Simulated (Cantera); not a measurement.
A perfectly stirred reactor is fed with CH4 : H2 : O2 : N2 : CO2 = 1 : 0.64 : 1.55 : 5.82 : 1.2 (molar parts), equivalence ratio 1.5, at 1.01 bar; it is adiabatic with a 300 K inlet, and is followed from long to short residence time, starting on the burning branch (τ in s: 0.14, 0.068, 0.034, 0.017, 0.0082, 0.004, 0.002, 0.00097, 0.00048, 0.00024, 0.00012, 5.7e-05).

Cantera simulation using GRI-Mech 3.0 (53 species, 325 reactions); the numbers are that mechanism's predictions, not measurements.

Q: Predict: blow-out, bracketed by the residence times tried; x(CH4) at τ = 0.140 s; x(H2) at τ = 0.140 s; x(O2) at τ = 0.140 s; x(C2H6) at τ = 0.140 s; x(NO) at τ = 0.140 s; x(CH4) at τ = 2.00 ms; x(H2) at τ = 2.00 ms; x(O2) at τ = 2.00 ms.

A: 
```
Property                                                                       Value
------------------------------------------------  ----------------------------------
blow-out, bracketed by the residence times tried  burning at 4.00 ms, out at 2.00 ms
x(CH4) at τ = 0.140 s                                                        0.00329
x(H2) at τ = 0.140 s                                                          0.0419
x(O2) at τ = 0.140 s                                                         0.00106
x(C2H6) at τ = 0.140 s                                                       7.72e-6
x(NO) at τ = 0.140 s                                                         2.49e-6
x(CH4) at τ = 2.00 ms                                                         0.0979
x(H2) at τ = 2.00 ms                                                          0.0627
x(O2) at τ = 2.00 ms                                                           0.152
```
